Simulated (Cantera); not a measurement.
What does this Cantera script print?

```python
import numpy as np
import cantera as ct

gas_names = """
    Cr CrN N N2
""".split()
cond_names = """
    Cr(cr) Cr(L) CrN(s) Cr2N(s)
""".split()


# ... load() reads the species with a 1 bar reference pressure and builds the phases ...
atoms = {
    'Cr': {'Cr': 1},
    'N2': {'N': 2},
}
top_T = {'CrN(s)': 1900, 'Cr2N(s)': 1900}  # K; cautious upper limits of use, not melting points


# ... equilibrate(T, P, feed) seeds the gas with the atoms and calls Mixture.equilibrate('TP', solver="vcs", rtol=1e-11, max_steps=5000) ...
results = []
feed = {'Cr': 1, 'N2': 0.11}  # mol
T = 2650  # K
for P in [0.1, 1.5, 22, 320, 4600, 68000, 1000000]:
    mix = equilibrate(T, P, feed)
    results.append((T, P, feed, dict(zip(mix.species_names, mix.species_moles))))

top = {s: max(r[3][s] / sum(r[3][g] for g in gas_names) for r in results) for s in gas_names}
cols = sorted((s for s in top if top[s] > 1e-06), key=lambda s: -top[s])[:7]
seen = [c for c in cond_names if any(r[3].get(c, 0) > 1e-12 for r in results)]
print("log10 of partial pressures in bar; condensed amounts in mol")
print(f"{'P/Pa':>10s}" + "".join(f"{s[:9]:>10s}" for s in cols + seen))
for T, P, feed, n in results:
    ng = sum(n[g] for g in gas_names)
    print(f"{P:10.4g}" + "".join(f"{np.log10(max(n[s] / ng * P / 1e5, 1e-99)):10.3f}" for s in cols)
          + "".join(f"{n.get(c, 0):10.4g}" for c in seen))
```

Result:

```
log10 of partial pressures in bar; condensed amounts in mol
      P/Pa        N2        Cr         N       CrN     Cr(L)
       0.1    -7.005    -6.045    -9.467   -13.884         0
       1.5    -5.828    -4.869    -8.879   -12.119         0
        22    -4.662    -3.703    -8.296   -10.369         0
       320    -3.499    -2.540    -7.714    -8.625         0
      4600    -2.341    -1.383    -7.135    -6.889         0
   6.8e+04    -0.325    -0.685    -6.127    -5.183    0.9521
     1e+06     0.991    -0.685    -5.469    -4.526    0.9977
```

Equilibrium computed with Cantera from the NASA thermochemical tables; the gas is ideal and each condensed phase is pure.
